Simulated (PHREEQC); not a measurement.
**Reverse-osmosis permeate**

Synthetic water in mg/L, 20 °C, pH 6.97, pe 11.6:

```csv
constituent,mg/L
Na,3.43
K,0.938
Ca,1.48
Mg,0.808
Cl,0.998
S(6) as SO4,7.13
Alkalinity as HCO3,8.2
Pb,0.75
Li,0.00311
Zn,0.00522
O(0) (dissolved oxygen),0.0853
```

Na is adjusted to close the charge balance.
Valence states are taken as typed.

All values are PHREEQC results (ion-association model, phreeqc.dat), not measurements.

Each row changes one thing in this solution. This is a speciation only: nothing precipitates in the calculation.

| case | HCO3- (mol/kgw) | CO2 (mol/kgw) | Pb+2 (mol/kgw) | PbCO3 (mol/kgw) | MgSO4 (mol/kgw) | CaSO4 (mol/kgw) | SI of Cerussite (PbCO3) | SI of Pb(OH)2 (Pb(OH)2) |
|---|---|---|---|---|---|---|---|---|
| as made | 0.000131 | 3.30e-5 | 1.73e-6 | 1.37e-6 | 4.08e-7 | 3.78e-7 | +0.09 | -0.19 |
| all concentrations times 3 at the same typed pH | 0.000388 | 9.62e-5 | 2.95e-6 | 6.39e-6 | [?] | 2.88e-6 | +0.76 | [?] |
| Li from 0.00311 to 0.00155 mg/L | 0.000131 | 3.30e-5 | 1.73e-6 | 1.37e-6 | 4.08e-7 | 3.78e-7 | +0.09 | -0.19 |
| pH from 6.97 to 7.47 at the same alkalinity | 0.000129 | 1.03e-5 | 8.74e-7 | 2.16e-6 | 4.09e-7 | 3.79e-7 | +0.29 | +0.52 |
| temperature from 20 to 30 °C at the same typed pH | 0.000131 | 2.91e-5 | [?] | 1.54e-6 | 5.24e-7 | 4.05e-7 | +0.02 | +0.12 |
| pH from 6.97 to 6.67 at the same alkalinity | 0.000132 | 6.65e-5 | 2.24e-6 | 8.98e-7 | 4.08e-7 | 3.78e-7 | -0.10 | -0.68 |

Question: What belongs in the gaps?

Answer: 
- all concentrations times 3 at the same typed pH, MgSO4 (mol/kgw): 3.10e-6
- all concentrations times 3 at the same typed pH, SI of Pb(OH)2 (Pb(OH)2): +0.01
- temperature from 20 to 30 °C at the same typed pH, Pb+2 (mol/kgw): 1.60e-6

Some of these states are supersaturated (in Cerussite, Pb(OH)2, for instance).
